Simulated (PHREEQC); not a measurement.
Consider water at 70 °C with 0.0012 mol/kgw HF, 0.0099 mol/kgw NH4HF2, 1.3e-06 mol/kgw H4SiO4 and 0.029 mol/kgw HCl. Closed to the air; pH follows from the charge balance.

Computed with PHREEQC (ion-association model, phreeqc.dat).

The ionic strength comes out as 0.0295 mol/kgw. What activity coefficients do Cl-, HF2-, F-, NH4+, SiF6-2 get?

Cl- 0.83, HF2- 0.84, F- 0.83, NH4+ 0.82, SiF6-2 0.50.

Precipitation was switched off in this run. Complexes and solids missing from the database can't appear. Away from 25 °C the constants follow the database's enthalpies or fits; those with neither stay at their 25 °C values. SiF6-2 is the database's only silicon fluoride.
